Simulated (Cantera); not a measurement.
Charge: 1 mol Si2H6, 0.041 mol Cl2, a varied amount of N2, equilibrated at 925 K and 1.00 bar.

These are equilibrium values from Cantera (NASA tables, ideal gas, pure condensed phases), not measurements of a reactor. Candidate condensed phases: NH4Cl, Si, Si3N4; 28 gas species. The feed counts by its element totals alone. N2 is the only nitrogen source here; it is nearly inert below about 1500 K, so the nitride shown seldom forms there in practice. The numbers say what is thermodynamically allowed, not how fast it happens.

x: gas mole fraction; n: condensed amount in mol.

| n(N2) (mol) | x N2 | x H2 | x HCl | x NH3 | x SiCl4 | n Si3N4(s) |
|---|---|---|---|---|---|---|
| 18 | 0.846 | 0.150 | 0.00416 | 5.32e-5 | ___ | 0.667 |
| 26 | 0.890 | 0.107 | 0.00296 | 3.27e-5 | ___ | 0.667 |
| 38 | 0.923 | 0.0745 | 0.00207 | 1.94e-5 | ___ | 0.667 |
| 56 | 0.947 | 0.0513 | 0.00142 | 1.12e-5 | ___ | 0.667 |
| 83 | 0.964 | 0.0349 | 0.000968 | 6.37e-6 | ___ | 0.667 |
| 120 | 0.975 | 0.0243 | 0.000674 | 3.72e-6 | ___ | 0.667 |
| 180 | 0.983 | 0.0163 | 0.000451 | 2.05e-6 | ___ | 0.667 |

Task: Fill in the missing entries.

Result: 
- 18, x SiCl4: 6.21e-9
- 26, x SiCl4: 3.04e-9
- 38, x SiCl4: 1.44e-9
- 56, x SiCl4: 6.71e-10
- 83, x SiCl4: 3.08e-10
- 120, x SiCl4: 1.48e-10
- 180, x SiCl4: 6.60e-11
